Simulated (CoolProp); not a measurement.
A simple Rankine cycle with R236EA: condensing at 309.15 K, boiler at 2.61 MPa, turbine inlet 411 K, turbine efficiency 0.6, pump efficiency 0.8, no recuperator. Each further row changes one setting.

Values from CoolProp's reference Helmholtz-energy equation of state, Rui 2013.

```
case                             thermal efficiency (%)  net work (kJ/kg)  heat in (kJ/kg)  turbine exit temperature (K)  volume ratio over the turbine
-------------------------------  ----------------------  ----------------  ---------------  ----------------------------  -----------------------------
as stated                                           9.2              20.0              218                         359.8                           11.3
condensing temperature 301.15 K                     ___              22.8              228                           ___                           14.7
boiler pressure 1.83 MPa                            ___               ___              231                         374.7                           6.87
turbine efficiency 0.5                              7.5              16.4              218                           ___                           11.4
```

Problem. Some entries are withheld; supply them.

Solution. 
- condensing temperature 301.15 K, thermal efficiency (%): 10.0
- condensing temperature 301.15 K, turbine exit temperature (K): 355.9
- boiler pressure 1.83 MPa, thermal efficiency (%): 8.2
- boiler pressure 1.83 MPa, net work (kJ/kg): 18.9
- turbine efficiency 0.5, turbine exit temperature (K): 363.6
